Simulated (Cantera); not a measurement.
# Catalytic combustion on Pt

An isothermal plug-flow reactor at 700 K and 1800 Torr (inlet), inlet velocity 2.8 m/s, active area per volume 370 1/m; feed H₂ : O₂ : N₂ = 0.012 : 0.17 : 0.55 (molar parts).

Detailed kinetics in Cantera: Deutschmann's 1995 Pt surface mechanism with GRI-Mech 3.0 gas chemistry. Catalytic surfaces can have several steady states; this one follows from the mechanism file's or the stated starting coverage. Mass transfer to the wall is taken as infinitely fast.

```csv
z (m),x H₂,x O₂,x H₂O,θ free Pt,θ O*,θ OH*
0.00033,0.0139,0.231,0.00247,0.108,0.883,0.00856
0.00071,0.0119,0.230,0.00454,0.0926,0.899,0.00852
0.0015,0.00909,0.229,0.00737,0.0711,0.921,0.00817
0.0033,0.00589,0.228,0.0106,0.0464,0.946,0.00723
0.0071,0.00336,0.227,0.0131,0.0268,0.967,0.00587
0.015,0.00176,0.227,0.0148,0.0146,0.981,0.00449
0.033,0.000800,0.226,0.0157,0.00771,0.989,0.00335
```
x: gas mole fraction; θ: surface coverage.
